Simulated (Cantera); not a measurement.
# Ignition delay

Mixture: 9.00 % CH4, 1.26 % CO, 16.9 % O2, 72.8 % N2, at 0.520 bar, adiabatic and at constant pressure. Ignition delay is the time to a rise of 400 K.

Computed with Cantera and GRI-Mech 3.0 (53 species, 325 reactions).

```csv
T0 (K),delay (ms)
1200,102
1275,34.0
1350,12.5
1425,5.03
1500,2.25
1575,1.12
1650,0.609
1725,0.357
1800,0.222
1875,0.145
```

```yaml
apparent activation energy between 1725 and 1875 K: 160 kJ/mol
```
